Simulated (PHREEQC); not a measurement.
Consider water at 75 °C and 100 atm with 1.5 mol HBr, 0.0011 mol AlCl3 and 0.0065 mol MnSO4 per kg of water. Closed to the air; pH follows from the charge balance.

The numbers come from PHREEQC with the ion-association model, phreeqc.dat.

The pH is -0.03, the ionic strength is 1.52 mol/kgw and the activity of water is 0.949. The density comes out as 1.058 g/cm³ and the total alkalinity is -1500 meq/kg.

```json
[
 {"species": "Br-", "molality": "1.50", "activity": "0.738", "log γ": "-0.308"},
 {"species": "H+", "molality": "1.49", "activity": "1.07", "log γ": "-0.146"},
 {"species": "Mn+2", "molality": "0.00648", "activity": "0.00105", "log γ": "-0.792"},
 {"species": "HSO4-", "molality": "0.00634", "activity": "0.00560", "log γ": "-0.054"},
 {"species": "Cl-", "molality": "0.00329", "activity": "0.00185", "log γ": "-0.250"},
 {"species": "Al+3", "molality": "0.00109", "activity": "5.30e-5", "log γ": "-1.313"},
 {"species": "SO4-2", "molality": "0.000148", "activity": "1.63e-5", "log γ": "-0.960"},
 {"species": "MnCl+", "molality": "1.33e-5", "activity": "7.93e-6", "log γ": "-0.225"},
 {"species": "AlSO4+", "molality": "7.76e-6", "activity": "4.46e-6", "log γ": "-0.241"},
 {"species": "MnSO4", "molality": "4.78e-6", "activity": "6.79e-6", "log γ": "0.152"},
 {"species": "AlHSO4+2", "molality": "1.42e-6", "activity": "8.61e-7", "log γ": "-0.216"},
 {"species": "AlOH+2", "molality": "6.47e-8", "activity": "9.08e-9", "log γ": "-0.853"},
 {"species": "Al(SO4)2-", "molality": "5.26e-9", "activity": "3.02e-9", "log γ": "-0.241"},
 {"species": "MnCl2", "molality": "4.08e-9", "activity": "5.79e-9", "log γ": "0.152"}
]
```

This is a speciation only: nothing precipitates in the calculation. Ionic strength above about 0.7 mol/kgw puts this run outside the model's range. Complexes and solids missing from the database can't appear. Under pressure, the constants of complexes without a molar volume in the database are unreliable. At this temperature some constants are extrapolated from 25 °C, and those without enthalpy data are left unchanged.
